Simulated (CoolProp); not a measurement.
A simple Rankine cycle with R236EA: condensing at 328.15 K, boiler at 2.79 MPa, turbine inlet 406.7 K, turbine efficiency 0.9, pump efficiency 0.6, no recuperator. Each further row changes one setting.

Model: reference Helmholtz-energy equation of state, Rui 2013, in CoolProp.

```
case                             thermal efficiency (%)  net work (kJ/kg)  heat in (kJ/kg)  turbine exit temperature (K)  volume ratio over the turbine
-------------------------------  ----------------------  ----------------  ---------------  ----------------------------  -----------------------------
as stated                                          11.4                 …              181                             …                           7.18
condensing temperature 320.15 K                       …              24.0                …                         344.8                              …
boiler pressure 1.95 MPa                              …              19.2              199                         369.7                           4.12
turbine efficiency 0.8                              9.9                 …              181                             …                           7.26
```

Complete the blanks.


- as stated, net work (kJ/kg): 20.6
- as stated, turbine exit temperature (K): 350.1
- condensing temperature 320.15 K, thermal efficiency (%): 12.6
- condensing temperature 320.15 K, heat in (kJ/kg): 191
- condensing temperature 320.15 K, volume ratio over the turbine: 9.09
- boiler pressure 1.95 MPa, thermal efficiency (%): 9.7
- turbine efficiency 0.8, net work (kJ/kg): 18.0
- turbine efficiency 0.8, turbine exit temperature (K): 352.7
